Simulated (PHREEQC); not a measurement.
A column of 0.1 m (40 cells, dispersivity 0.005 m, 720 s a shift, diffusion coefficient 3e-10 m²/s) holds 0.02 eq of the database's cation exchanger X per kg of pore water, first in equilibrium with 32 mmol/kgw MgSO4, 79 mmol/kgw KCl and 0.01 mmol/kgw HCl. It is flushed with 0.04 mol LiCl and 1e-05 mol HCl per kg of water, at 25 °C. Values are for the last cell. The system is closed to CO2. Precipitation was switched off in this run.

Base run: PHREEQC, ion-association model, phreeqc.dat. Each further column changes one thing. The table gives Li in solution (mol/kgw).

```
pore volumes      base  exchange capacity from 0.02 to 0.01 eq/kgw  dispersivity from 0.005 to 0.01 m
------------  --------  ------------------------------------------  ---------------------------------
0                    0                                           0                                  0
0.2125        3.22e-10                                    4.56e-10                            1.83e-6
0.5125        0.000644                                    0.000741                            0.00275
0.7125         0.00555                                     0.00623                            0.00949
0.9125          0.0142                                         ___                             0.0172
1.212           0.0246                                         ___                             0.0256
1.413           0.0283                                      0.0315                             0.0290
1.613           0.0306                                         ___                             0.0311
1.812           0.0323                                      0.0352                             0.0325
2.112           0.0343                                      0.0368                             0.0340
2.312           0.0353                                      0.0375                             0.0348
2.513           0.0362                                      0.0381                             0.0355
2.812           0.0372                                      0.0386                                ___
3.013           0.0377                                      0.0389                             0.0369
```

Task: Some entries are withheld; supply them.

Result: 
- 0.9125, exchange capacity from 0.02 to 0.01 eq/kgw: 0.0159
- 1.212, exchange capacity from 0.02 to 0.01 eq/kgw: 0.0275
- 1.613, exchange capacity from 0.02 to 0.01 eq/kgw: 0.0338
- 2.812, dispersivity from 0.005 to 0.01 m: 0.0364
